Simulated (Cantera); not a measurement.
Input: 1 mol CuO, 0.59 mol C, 0.56 mol CO, held at 3.00 Torr.

Cantera equilibrium calculation (NASA polynomials, part measured and part estimated; ideal gas, pure solids and liquids). Candidate condensed phases: C, Cu, CuO, Cu2O; 15 gas species. Equilibrium is a limit: real reactors are often held back by kinetics, nucleation or transport.

### Question
Which condensed phases are stable at each of these points (T (°C)): 1075, 1150, 1225, 1300, 1375, 1450, 1525, 1600, 1675, 1750?

### Answer
```csv
T (°C),condensed phases,Cu condensed (%)
1075,Cu(s),100.0
1150,Cu(l),99.9
1225,Cu(l),99.8
1300,Cu(l),99.2
1375,Cu(l),97.7
1450,Cu(l),93.5
1525,Cu(l),82.4
1600,Cu(l),49.4
1675,gas only,0.0
1750,gas only,0.0
```

At 1075 °C the condensed part is Cu(s). From 1150 °C to 1600 °C the condensed part is Cu(l). From 1675 °C to 1750 °C nothing is condensed.
